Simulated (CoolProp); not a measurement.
Computed with CoolProp (reference Helmholtz-energy equation of state, Thol 2021).

Task: For chlorine, give the phase and the cp (kJ/(kg K)), cv (kJ/(kg K)), speed of sound (m/s) at 78.35 °C and 0.215 MPa; 78.35 °C and 0.68 MPa.

Result: 
- 78.35 °C and 0.215 MPa: gas; cp 0.504, cv 0.378, speed of sound 231
- 78.35 °C and 0.68 MPa: gas; cp 0.540, cv 0.392, speed of sound 226
